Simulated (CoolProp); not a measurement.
Propyne along the isotherm 362 K: fugacity coefficient from the reference equation and from simpler models built on Tc = 402.7 K, pc = 5658 kPa, ω = 0.204; each cubic takes its own stable root.

The numbers come from the reference Helmholtz-energy equation of state, Polt 1992 in CoolProp. This equation is an older, rougher fit; its heat capacities, sound speeds and derivatives of the liquid may be far off and weren't checked against measurements.

```tsv
p (kPa)	phase	reference	van der Waals	Redlich-Kwong	Soave-Redlich-Kwong	Peng-Robinson
2890	liquid	0.7174	0.8038	0.7680	0.7360	0.7165
5780	liquid	0.3874	0.5174	0.4320	0.4020	0.3873
8670	liquid	0.2784	0.3872	0.3141	0.2916	0.2783
11600	liquid	0.2241	0.3237	0.2555	0.2367	0.2238
14500	liquid	0.1928	0.2883	0.2217	0.2050	0.1922
17300	liquid	0.1731	0.2674	0.2006	0.1853	0.1723
20200	liquid	0.1590	0.2538	0.1856	0.1713	0.1579
23100	liquid	0.1491	0.2455	0.1752	0.1615	0.1477
26000	liquid	0.1419	0.2409	0.1677	0.1545	0.1401
28900	liquid	0.1367	0.2391	0.1625	0.1495	0.1346
31800	liquid	0.1329	0.2394	0.1588	0.1460	0.1305
```

At some of these states van der Waals, Redlich-Kwong gives the other phase, because its saturation line lies elsewhere.
